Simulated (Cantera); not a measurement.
Mixture: CH4 : O2 : N2 : H2O = 1 : 3.39 : 12.7 : 1.1 (molar parts), equivalence ratio 0.59, at 4.93 atm, adiabatic and at constant volume. Ignition delay is the time to a rise of 400 K.

Model: GRI-Mech 3.0 (53 species, 325 reactions), integrated in Cantera.

**Question.** What does this change do: constant pressure in place of constant volume?

**Answer.** 
```json
[
 {"quantity": "delay at 1300 K", "before": "2.36 ms", "after": "2.46 ms"},
 {"quantity": "delay at 1500 K", "before": "0.289 ms", "after": "0.305 ms"},
 {"quantity": "delay at 1700 K", "before": "51.0 µs", "after": "54.1 µs"},
 {"quantity": "delay at 1900 K", "before": "13.4 µs", "after": "14.3 µs"},
 {"quantity": "delay at 2100 K", "before": "4.82 µs", "after": "5.26 µs"},
 {"quantity": "apparent activation energy between 2000 and 2200 K", "before": "160 kJ/mol", "after": "160 kJ/mol"}
]
```
